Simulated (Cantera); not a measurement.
# Thermodynamics of abatement and gas-phase synthesis, feed H₂O + N₂

Charge: 1 mol H₂O, 5.7 mol N₂, at 0.190 bar.

These are equilibrium values from Cantera (NASA tables, ideal gas, pure condensed phases), not measurements of a reactor. Candidate condensed phases: H₂O; 47 gas species. Ions and electrons are included (thermal ionisation). Equilibrium is a limit: real reactors are often held back by kinetics, nucleation or transport.

```tsv
T (K)	log p N₂	log p H	log p O	log p N	log p H₂O	log p H₂	log p OH	log p O₂	log p NO
3000	-0.84	-1.86	-2.26	-5.28	-2.08	-2.11	-2.30	-2.63	-2.67
3500	-0.89	-1.46	-1.81	-4.10	-3.24	-2.45	-2.57	-3.01	-2.65
4000	-0.90	-1.38	-1.70	-3.20	-4.78	-3.16	-3.23	-3.75	-2.87
4500	-0.91	-1.37	-1.68	-2.50	-6.15	-3.81	-3.87	-4.46	-3.09
5000	-0.94	-1.37	-1.68	-1.95	-7.30	-4.36	-4.40	-5.06	-3.30
```
log p: log10 of the partial pressure in bar; nothing condenses.

From 3000 K to 5000 K nothing is condensed.
